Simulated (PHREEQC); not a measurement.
# Acid rinse or clean

Solution (20 °C): 0.079 mol HCl, 0.017 mol NaHSO4 and 0.00015 mol KCl per kg of water. Closed to the air; pH follows from the charge balance.

The numbers come from PHREEQC with the ion-association model, phreeqc.dat.

Precipitation was switched off in this run.

Q: Estimate the pH, specific conductance, ionic strength.

A: pH 1.16; specific conductance 27600 µS/cm; ionic strength 0.105 mol/kgw.

Q: In which forms is S present?

A: HSO4- 73 %, SO4-2 26 %, NaSO4- 0.8 % of the S.
